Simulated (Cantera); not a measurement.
What does this Cantera script print?

```python
import numpy as np
import cantera as ct

gas_names = """
    H HO2 H2 H2O H2O2 Nb NbO NbO2 O OH O2 O3
""".split()
cond_names = """
    H2O(s) H2O(L) Nb(cr) Nb(L) NbO(s) NbO(L) NbO2(I) NbO2(II) NbO2(III) NbO2(L) Nb2O5(s) Nb2O5(L)
""".split()


# ... load() reads the species with a 1 bar reference pressure and builds the phases ...
atoms = {
    'Nb2O5': {'Nb': 2, 'O': 5},
    'H2': {'H': 2},
    'H2O': {'H': 2, 'O': 1},
}
top_T = {}  # K; cautious upper limits of use, not melting points


# ... equilibrate(T, P, feed) seeds the gas with the atoms and calls Mixture.equilibrate('TP', solver="vcs", rtol=1e-11, max_steps=5000) ...
results = []
feed = {'Nb2O5': 1, 'H2': 92, 'H2O': 8}  # mol
P = 4200  # Pa
for T in [1148, 1298, 1448, 1598, 1748, 1898, 2048, 2198]:
    mix = equilibrate(T, P, feed)
    results.append((T, P, feed, dict(zip(mix.species_names, mix.species_moles))))

top = {s: max(r[3][s] / sum(r[3][g] for g in gas_names) for r in results) for s in gas_names}
cols = sorted((s for s in top if top[s] > 0.001), key=lambda s: -top[s])[:7]
seen = [c for c in cond_names if any(r[3].get(c, 0) > 1e-12 for r in results)]
print("log10 of partial pressures in bar; condensed amounts in mol")
print(f"{'T/K':>10s}" + "".join(f"{s[:9]:>10s}" for s in cols + seen))
for T, P, feed, n in results:
    ng = sum(n[g] for g in gas_names)
    print(f"{T:10.4g}" + "".join(f"{np.log10(max(n[s] / ng * P / 1e5, 1e-99)):10.3f}" for s in cols)
          + "".join(f"{n.get(c, 0):10.4g}" for c in seen))
```

Result:

```
log10 of partial pressures in bar; condensed amounts in mol
       T/K        H2       H2O         H      NbO2 NbO2(III)   NbO2(L)  Nb2O5(s)
      1148    -1.413    -2.474    -7.851   -16.636         0         0         1
      1298    -1.413    -2.474    -6.676   -13.451         0         0         1
      1448    -1.413    -2.474    -5.742   -10.943         0         0         1
      1598    -1.418    -2.423    -4.983    -9.015         2         0         0
      1748    -1.418    -2.423    -4.350    -7.453         2         0         0
      1898    -1.419    -2.423    -3.817    -6.146     1.998         0         0
      2048    -1.423    -2.425    -3.361    -5.039     1.978         0         0
      2198    -1.430    -2.431    -2.969    -4.113         0     1.812         0
```

Cantera equilibrium calculation (NASA polynomials, part measured and part estimated; ideal gas, pure solids and liquids). Condensed phases not in the tables: the oxides between NbO2 and Nb2O5.
